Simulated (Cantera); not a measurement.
What does this Cantera script print?

```python
import numpy as np
import cantera as ct

gas_names = """
    F F2 H HF H2 H2F2 H3F3 H4F4 H5F5 H6F6 H7F7 N NF NF2 NF3 NH NH2 NH3 N2 N2H2 N2H4 Pb PbF PbF2 PbF4 Pb2
""".split()
cond_names = """
    Pb(cr) Pb(L) PbF2(a) PbF2(b) PbF2(L)
""".split()


# ... load() reads the species with a 1 bar reference pressure and builds the phases ...
atoms = {
    'PbF2': {'Pb': 1, 'F': 2},
    'H2': {'H': 2},
    'N2': {'N': 2},
}
top_T = {}  # K; cautious upper limits of use, not melting points


# ... equilibrate(T, P, feed) seeds the gas with the atoms and calls Mixture.equilibrate('TP', solver="vcs", rtol=1e-11, max_steps=5000) ...
results = []
feed = {'PbF2': 1, 'H2': 0.19, 'N2': 1.6}  # mol
T = 1850  # K
P = 10000  # Pa
mix = equilibrate(T, P, feed)
results.append((T, P, feed, dict(zip(mix.species_names, mix.species_moles))))
x = sorted(zip(gas.X, gas.species_names), reverse=True)
print(f"T = {T:g} K  P = {P:g} Pa  gas = {mix.phase_moles(0):.4g} mol")
print("   x: " + "  ".join(f"{s} {v:.3e}" for v, s in x if v > 1e-06))
print("   condensed (mol): " + ("  ".join(f"{mix.phase(i).name} {mix.phase_moles(i):.4g}"
      for i in range(1, mix.n_phases) if mix.phase_moles(i) > 1e-12) or "none"))
```

It prints:

```
T = 1850 K  P = 10000 Pa  gas = 2.98 mol
   x: N2 5.369e-01  PbF2 2.039e-01  HF 1.275e-01  Pb 6.196e-02  PbF 4.768e-02  PbF4 2.203e-02  F 3.885e-05  Pb2 2.550e-06  H 2.027e-06  H2 1.416e-06
   condensed (mol): none
```

Cantera equilibrium calculation (NASA polynomials, part measured and part estimated; ideal gas, pure solids and liquids).
